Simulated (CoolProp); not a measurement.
Vapour-liquid equilibrium of ethane (1) + hydrogen sulfide (2) at 238.6 K; x and y are mole fractions of (1).

Model: multi-fluid Helmholtz-energy mixture model, Bücker 2006 and Lemmon 2006; pair parameters Kunz 2012, in CoolProp.

```
x     bubble pressure, mixture model (bar)  bubble pressure, Raoult's law (bar)  y, mixture model  y, Raoult's law
----  ------------------------------------  -----------------------------------  ----------------  ---------------
0.05                                 4.778                                3.500             0.344            0.132
0.2                                  7.224                                4.409             0.595            0.420
0.35                                 8.144                                5.318             0.663            0.609
0.5                                  8.639                                6.227             0.705            0.743
0.65                                 9.025                                7.135             0.754            0.843
0.8                                  9.309                                8.044             0.827            0.921
0.95                                 9.342                                8.953             0.945            0.982
```

The largest gap from Raoult's law is +63.8 % in bubble pressure, at x = 0.2. y crosses x between x = 0.8 and 0.95: the model has an azeotrope there.

The pair parameters rest on a limited set of measurements; away from them the model extrapolates. With so large a gap from Raoult's law the liquid may split in two, which this calculation doesn't test in full.
